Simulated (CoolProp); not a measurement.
A single-stage vapour-compression cycle with chloromethane (R40): evaporating at 317.15 K (dew point), condensing at 374.15 K (bubble point), superheat 0 K, subcooling 8 K, compressor efficiency 0.85, no pressure losses. Each further row changes one setting.

Model: reference Helmholtz-energy equation of state, Thol 2014, in CoolProp.

```tsv
case	cooling COP	pressure ratio	discharge temperature (K)	refrigerating effect (kJ/kg)	volumetric capacity (kJ/m³)
as stated	3.72	3.41	416.2	261	5700
evaporating temperature 322.15 K	4.22	3.01	411.5	262	6490
condensing temperature 369.15 K	4.20	3.11	408.0	271	5910
subcooling 13 K	3.86	3.41	416.2	271	5910
superheat 10 K	3.68	3.41	427.8	272	5640
compressor efficiency 0.75	3.28	3.41	423.2	261	5700
```
